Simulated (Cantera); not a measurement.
## NO annealing gas

An isothermal, constant-pressure homogeneous reactor starts with NO : N2 = 5.1 : 0.72 (molar parts), at 1825 K and 135 Torr.

Detailed kinetics in Cantera: GRI-Mech 3.0 (53 species, 325 reactions).

| t (s) | x NO | x O2 | x N2 | x N2O | x NO2 | x O |
|---|---|---|---|---|---|---|
| 0.000300 | 0.876 | 1.44e-7 | 0.124 | 1.17e-5 | 4.19e-6 | 7.97e-6 |
| 0.000954 | 0.876 | 1.47e-6 | 0.124 | 3.59e-5 | 2.40e-5 | 1.51e-5 |
| 0.00304 | 0.876 | 1.92e-5 | 0.124 | 0.000100 | 8.60e-5 | 2.72e-5 |
| 0.00965 | 0.875 | 0.000200 | 0.124 | 0.000220 | 0.000158 | 4.03e-5 |
| 0.0307 | 0.874 | 0.00106 | 0.125 | 0.000300 | 0.000181 | 4.57e-5 |
| 0.0977 | 0.868 | 0.00393 | 0.128 | 0.000300 | 0.000203 | 5.01e-5 |
| 0.311 | 0.850 | 0.0130 | 0.137 | 0.000284 | 0.000259 | 6.14e-5 |
| 0.988 | 0.795 | 0.0404 | 0.164 | 0.000242 | 0.000367 | 8.65e-5 |
| 3.14 | 0.648 | 0.114 | 0.238 | 0.000153 | 0.000481 | 0.000131 |
| 10.0 | 0.370 | 0.253 | 0.377 | 4.75e-5 | 0.000408 | 0.000187 |
x: mole fraction; the columns are a selection and need not sum to one.

Equilibrium at this temperature and pressure: NO 0.00550, O2 0.435, N2 0.559, N2O 1.13e-7, NO2 7.99e-6, O 0.000240 (gas phase only).
